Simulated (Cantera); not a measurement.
Feed: 1 mol MgCO3, 0.45 mol SO3, 0.73 mol H2O, at 1973 K and 2.70 bar.

Equilibrium computed with Cantera from the NASA thermochemical tables; the gas is ideal and each condensed phase is pure. Kinetics and transport are ignored.

```
species        before    after
-----------  --------  -------
CO2             0.415    0.417
H2O             0.302    0.304
SO2             0.186    0.183
SO3          0.000567  0.00448
O2             0.0932   0.0915
SO            4.31e-5  5.42e-8
CO           0.000870  1.83e-6
O            0.000101  3.59e-7
H2           0.000141  5.63e-7
OH            0.00198  5.41e-5
MgO(s), mol     1.000     1.00
```
Gas species are given as mole fractions.

**Question.** What was changed between the two runs?
A. pressure from 2.70 bar to 0.0133 bar
B. temperature from 1973 K to 1448 K
C. temperature from 1973 K to 825 K
D. temperature from 1973 K to 948 K

**Answer.** B, temperature from 1973 K to 1448 K
